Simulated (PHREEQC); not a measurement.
# Phosphoric acid bath (model solution)

Dissolve 0.088 mol H3PO4, 0.035 mol HNO3 and 0.0005 mol H4SiO4 per kg of water at 49 °C. Closed to the air; pH follows from the charge balance.

Equilibrium calculation in PHREEQC: ion-association model, phreeqc.dat.

```
Item                           Value
--------------------  --------------
pH                              1.40
ionic strength        0.0471 mol/kgw
specific conductance     26900 µS/cm
total alkalinity         -123 meq/kg
```

```
species  molality  activity   log γ
-------  --------  --------  ------
H3PO4      0.0759    0.0767   0.005
H+         0.0471    0.0401  -0.070
NO3-       0.0350    0.0281  -0.095
H2PO4-     0.0121   0.00998  -0.083
H4SiO4   0.000500  0.000505   0.005
HPO4-2    3.84e-8   1.75e-8  -0.340
```

No solid was allowed to form. The solution is supersaturated, for example in Quartz (slow to form), so a real one may precipitate; this is no full list. At this temperature some constants are extrapolated from 25 °C, and those without enthalpy data are left unchanged.
